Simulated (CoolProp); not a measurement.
A single-stage vapour-compression cycle with nitrous oxide: evaporating at 209.15 K (dew point), condensing at 276.15 K (bubble point), superheat 5 K, subcooling 0 K, compressor efficiency 0.8, no pressure losses. Each further row changes one setting.

Model: reference Helmholtz-energy equation of state, Lemmon 2006, in CoolProp. It is a short technical equation, of lower accuracy than the large ones.

| case | cooling COP | pressure ratio | discharge temperature (K) | refrigerating effect (kJ/kg) | volumetric capacity (kJ/m³) |
|---|---|---|---|---|---|
| as stated | 1.61 | 9.35 | 385.3 | 220 | 2080 |
| evaporating temperature 214.15 K | 1.83 | 7.51 | 373.4 | 222 | 2590 |
| condensing temperature 271.15 K | 1.81 | [?] | [?] | 231 | 2180 |
| subcooling 5 K | 1.69 | 9.35 | 385.3 | 231 | 2190 |
| superheat 15 K | 1.58 | 9.35 | 400.6 | 229 | 2050 |
| compressor efficiency 0.7 | [?] | 9.35 | [?] | 220 | 2080 |

Problem. Some entries are withheld; supply them.

Solution. 
- condensing temperature 271.15 K, pressure ratio: 8.23
- condensing temperature 271.15 K, discharge temperature (K): 373.7
- compressor efficiency 0.7, cooling COP: 1.41
- compressor efficiency 0.7, discharge temperature (K): 403.5
